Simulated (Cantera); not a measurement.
## Silicon oxide and oxynitride deposition: SiCl4 + H2O + N2 + O2

A closed system holds: 1 mol SiCl4, 0.29 mol H2O, 130 mol N2, 0.066 mol O2, equilibrated at 0.420 bar.

Equilibrium computed with Cantera from the NASA thermochemical tables; the gas is ideal and each condensed phase is pure. Candidate condensed phases: H2O, NH4Cl, Si, SiO2, Si2N2O, Si3N4; 47 gas species. The tables' values for SiCl3 are old estimates; treat these amounts as uncertain. The tables hold silica as quartz up to 1696 K and as liquid above; real silica turns to tridymite and cristobalite and melts near 1996 K. Rates play no part.

```tsv
T (K)	log p N2	log p SiCl4	log p HCl	log p Cl	log p SiCl3	n SiO2(β-quartz)	n SiO2(condensed)
1598	-0.38	-2.61	-2.73	-3.11	-4.41	0.211	0
1623	-0.38	-2.61	-2.73	-3.09	-4.24	0.211	0
1648	-0.38	-2.62	-2.73	-3.06	-4.07	0.211	0
1673	-0.38	-2.62	-2.73	-3.03	-3.92	0.211	0
1698	-0.38	-2.63	-2.73	-3.00	-3.79	0	0.210
1723	-0.38	-2.65	-2.73	-2.96	-3.67	0	0.210
1748	-0.38	-2.66	-2.73	-2.91	-3.56	0	0.209
1773	-0.38	-2.68	-2.73	-2.86	-3.47	0	0.207
```
log p: log10 of the partial pressure in bar; n: condensed amount in mol.

From 1598 K to 1673 K the condensed part is SiO2(β-quartz). From 1698 K to 1773 K the condensed part is SiO2(condensed). The main Si-bearing gas is SiCl4 throughout.
